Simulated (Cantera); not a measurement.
A perfectly stirred reactor is fed with 51.0 % N₂O, 49.0 % N₂, at 0.188 atm; it is held at 1298 K, and followed from long to short residence time.

Computed with Cantera and GRI-Mech 3.0 (53 species, 325 reactions). GRI-Mech 3.0 was tuned for natural gas; its chemistry of N2O as a main component is partial and can be far from experiment. The mechanism lacks the step 2 NO + O2 → 2 NO2, which can matter for NO2 below about 1400 K. The temperature is held fixed by assumption; the heat of reaction is taken as removed at once.

x: mole fraction; the columns are a selection and need not sum to one.

```
τ (s)    x N₂O     x NO₂      x O₂      x O      x NO   x N₂
-------  -----  --------  --------  -------  --------  -----
0.55     0.355         ?    0.0529  7.15e-6    0.0180  0.574
0.27     0.419         ?    0.0309  7.26e-6    0.0106  0.539
0.13     0.462         ?    0.0164  7.31e-6   0.00566  0.516
0.062    0.486         ?   0.00826  7.34e-6   0.00285  0.503
0.030    0.498         ?   0.00410  7.35e-6   0.00142  0.496
0.014    0.504         ?   0.00193  7.34e-6  0.000669  0.493
0.0070   0.507         ?  0.000970  7.32e-6  0.000336  0.491
0.0034   0.509         ?  0.000469  7.27e-6  0.000162  0.491
0.0016   0.510         ?  0.000218  7.17e-6   7.55e-5  0.490
0.00079  0.510         ?  0.000105  6.97e-6   3.63e-5  0.490
0.00038  0.510  5.43e-10   4.76e-5  6.59e-6   1.65e-5  0.490
```

**Question.** What belongs in the gaps?

**Answer.** 
- 0.55, x NO₂: 3.12e-5
- 0.27, x NO₂: 1.77e-5
- 0.13, x NO₂: 8.81e-6
- 0.062, x NO₂: 3.91e-6
- 0.030, x NO₂: 1.57e-6
- 0.014, x NO₂: 5.17e-7
- 0.0070, x NO₂: 1.66e-7
- 0.0034, x NO₂: 4.53e-8
- 0.0016, x NO₂: 1.07e-8
- 0.00079, x NO₂: 2.57e-9
